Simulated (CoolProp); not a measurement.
Saturated liquid density (kg/m³) of n-perfluoropentane: the reference equation beside estimates from Tc = 147.9 °C, pc = 2063 kPa, ω = 0.436.

The numbers come from the reference Helmholtz-energy equation of state, Gao 2022 in CoolProp.

```tsv
T (°C)	reference	Redlich-Kwong	Soave-Redlich-Kwong	Peng-Robinson
-19.05	1741	1536	1622	1829
-4.15	1697	1491	1582	1786
10.65	1651	1442	1539	1739
25.45	1603	1391	1491	1687
40.25	1553	1335	1438	1629
55.05	1499	1274	1378	1563
69.85	1440	1208	1311	1487
84.65	1375	1134	1234	1400
99.45	1301	1051	1144	1298
114.35	1210	954.1	1036	1172
```

Absolute difference from the reference over all 10 rows, mean and median: Redlich-Kwong 15.3 and 14.5 %, Soave-Redlich-Kwong 8.9 and 7.7 %, Peng-Robinson 3.8 and 4.6 %.
